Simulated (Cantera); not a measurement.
What does this Cantera script print?

```python
import numpy as np
import cantera as ct

gas_names = [...]  # 91 gases of nasa_gas.yaml made of C, Cl, H
cond_names = """
    C(gr) C6H6(L) C7H8(L) C8H18(L),n-octa
""".split()


# ... load() reads the species with a 1 bar reference pressure and builds the phases ...
atoms = {
    'CCl4': {'C': 1, 'CL': 4},
    'H2': {'H': 2},
}
top_T = {'C(gr)': 4500}  # K; cautious upper limits of use, not melting points


# ... equilibrate(T, P, feed) seeds the gas with the atoms and calls Mixture.equilibrate('TP', solver="vcs", rtol=1e-11, max_steps=5000) ...
results = []
feed = {'CCl4': 1, 'H2': 7}  # mol
P = 8200  # Pa
for T in [673, 723, 773, 823, 873, 923, 973, 1023, 1073, 1123, 1173, 1223]:
    mix = equilibrate(T, P, feed)
    results.append((T, P, feed, dict(zip(mix.species_names, mix.species_moles))))

top = {s: max(r[3][s] / sum(r[3][g] for g in gas_names) for r in results) for s in gas_names}
cols = sorted((s for s in top if top[s] > 1e-06), key=lambda s: -top[s])[:8]
seen = [c for c in cond_names if any(r[3].get(c, 0) > 1e-12 for r in results)]
print("log10 of partial pressures in bar; condensed amounts in mol")
print(f"{'T/K':>10s}" + "".join(f"{s[:9]:>10s}" for s in cols + seen))
for T, P, feed, n in results:
    ng = sum(n[g] for g in gas_names)
    print(f"{T:10.4g}" + "".join(f"{np.log10(max(n[s] / ng * P / 1e5, 1e-99)):10.3f}" for s in cols)
          + "".join(f"{n.get(c, 0):10.4g}" for c in seen))
```

Result:

```
log10 of partial pressures in bar; condensed amounts in mol
       T/K        H2       HCL       CH4     C(gr)
       673    -1.512    -1.387    -1.989         0
       723    -1.447    -1.404    -2.167    0.3099
       773    -1.392    -1.420    -2.459    0.6337
       823    -1.366    -1.429    -2.762    0.8141
       873    -1.354    -1.434    -3.055    0.9044
       923    -1.348    -1.436    -3.329    0.9489
       973    -1.345    -1.437    -3.581    0.9713
      1023    -1.344    -1.438    -3.812    0.9831
      1073    -1.343    -1.438    -4.023    0.9896
      1123    -1.342    -1.438    -4.217    0.9933
      1173    -1.342    -1.438    -4.395    0.9956
      1223    -1.342    -1.438    -4.559     0.997
```

These are equilibrium values from Cantera (NASA tables, ideal gas, pure condensed phases), not measurements of a reactor.
